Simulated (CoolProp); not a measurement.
The fluid at 293.15 K and 15.6 MPa flows at 3.4 m/s in a round tube of 50 mm bore and 1.5 µm roughness, fully developed (64/Re and Nu = 3.66 if laminar; Colebrook and Gnielinski if turbulent). The same conditions are run with several fluids, on thermodynamics alone (safety and materials aside).

Computed with CoolProp (reference Helmholtz-energy equation of state of each fluid (methane: Setzmann 1991; normal hydrogen: Leachman 2009; nitrogen: Span 2000; CF4 (R14): Platzer 1990; oxygen: Schmidt 1985)). The equations of Platzer and Polt are older, rougher fits.

**Question.** Rank methane, normal hydrogen, nitrogen, CF4 (R14), oxygen by Reynolds number, highest first.

**Answer.** CF4 (R14) (2820000), oxygen (1490000), nitrogen (1380000), methane (1310000), normal hydrogen (221000)

```json
[
 {"fluid": "methane", "Darcy friction factor": "0.0119", "pressure drop (Pa/m)": "175", "heat-transfer coefficient (W/(m² K))": "2210", "mass flow (kg/h)": "3070"},
 {"fluid": "normal hydrogen", "Darcy friction factor": "0.0156", "pressure drop (Pa/m)": "21.2", "heat-transfer coefficient (W/(m² K))": "1310", "mass flow (kg/h)": "283"},
 {"fluid": "nitrogen", "Darcy friction factor": "0.0118", "pressure drop (Pa/m)": "239", "heat-transfer coefficient (W/(m² K))": "1200", "mass flow (kg/h)": "4210"},
 {"fluid": "CF4 (R14)", "Darcy friction factor": "0.0109", "pressure drop (Pa/m)": "1010", "heat-transfer coefficient (W/(m² K))": "3650", "mass flow (kg/h)": "19100"},
 {"fluid": "oxygen", "Darcy friction factor": "0.0117", "pressure drop (Pa/m)": "296", "heat-transfer coefficient (W/(m² K))": "1360", "mass flow (kg/h)": "5260"}
]
```

Transport values come from each fluid's own correlations; those of CF4 (R14) are estimates that may be off by 10 % or more.
